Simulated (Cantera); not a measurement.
A freely propagating, adiabatic, planar premixed flame of 6.63 % CO, 0.616 % H2, 6.43 % CH4, 18.1 % O2, 68.2 % N2, unburnt at 473 K and 1.30 bar; mixture-averaged transport, grid criteria slope 0.08 and curve 0.16, no radiation.

Computed with Cantera and GRI-Mech 3.0 (53 species, 325 reactions). Burning velocities carry a grid error of a few per cent, more on coarse grids.

x: mole fraction of selected species; z is measured from the peak of heat release.

| z (mm) | T (K) | u (m/s) | x CO | x H2 | x CH4 | x C2H6 | x NO2 | x CH3 |
|---|---|---|---|---|---|---|---|---|
| -0.871 | 473 | 0.895 | 0.0662 | 0.00635 | 0.0643 | <1e-8 | <1e-8 | <1e-8 |
| -0.581 | 474 | 0.896 | 0.0662 | 0.00680 | 0.0642 | 3.85e-8 | <1e-8 | 1.09e-8 |
| -0.436 | 476 | 0.902 | 0.0662 | (withheld) | 0.0640 | (withheld) | <1e-8 | (withheld) |
| -0.290 | 502 | 0.953 | 0.0662 | 0.00896 | 0.0627 | 6.52e-6 | 1.62e-8 | 9.30e-7 |
| -0.145 | 788 | 1.51 | 0.0686 | 0.0121 | 0.0498 | 0.000194 | 5.08e-8 | 9.76e-5 |
| -0.0726 | 1185 | 2.28 | 0.0740 | 0.0139 | 0.0299 | 0.000379 | 1.28e-8 | 0.000748 |
| 0 | 1595 | 3.07 | 0.0778 | 0.0136 | 0.00758 | 5.48e-5 | <1e-8 | 0.00105 |
| 0.0726 | 1778 | 3.40 | 0.0664 | 0.00995 | 0.000527 | 2.16e-7 | <1e-8 | 0.000120 |
| 0.145 | 1847 | 3.51 | 0.0522 | 0.00829 | 1.81e-5 | <1e-8 | <1e-8 | 4.82e-6 |
| 0.290 | 1932 | 3.64 | 0.0379 | 0.00794 | 3.34e-8 | <1e-8 | <1e-8 | 1.09e-8 |
| 0.581 | 2031 | 3.80 | (withheld) | (withheld) | <1e-8 | <1e-8 | <1e-8 | <1e-8 |
| 1.16 | 2127 | 3.96 | 0.0238 | 0.00530 | <1e-8 | <1e-8 | 1.03e-8 | <1e-8 |
| 2.32 | 2207 | 4.08 | 0.0179 | 0.00370 | <1e-8 | <1e-8 | 1.96e-8 | <1e-8 |

Question: Fill in the missing entries.

Answer: 
- -0.436, x H2: 0.00745
- -0.436, x C2H6: 3.40e-7
- -0.436, x CH3: 6.25e-8
- 0.581, x CO: 0.0296
- 0.581, x H2: 0.00699
